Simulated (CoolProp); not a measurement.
CHF3 (R23) at several states: density (kg/m³) from the reference equation and from simpler models built on Tc = 26.1 °C, pc = 4.832 MPa, ω = 0.263; each cubic takes its own stable root.

Values from CoolProp's reference Helmholtz-energy equation of state, Penoncello 2003.

| T (°C) | p (MPa) | phase | reference | van der Waals | Redlich-Kwong | Soave-Redlich-Kwong | Peng-Robinson |
|---|---|---|---|---|---|---|---|
| 133.55 | 0.0433 | gas | 0.8975 | 0.8976 | 0.8976 | 0.8974 | 0.8976 |
| 196.55 | 16 | supercritical | ? | 366.1 | 345.8 | 307.6 | 322.8 |
| -95.05 | 14.4 | liquid | ? | ? | ? | ? | ? |

Task: Fill in the missing entries.

Result: 
- 196.55, reference: 334.5
- -95.05, reference: 1522
- -95.05, van der Waals: 885.7
- -95.05, Redlich-Kwong: 1276
- -95.05, Soave-Redlich-Kwong: 1306
- -95.05, Peng-Robinson: 1468
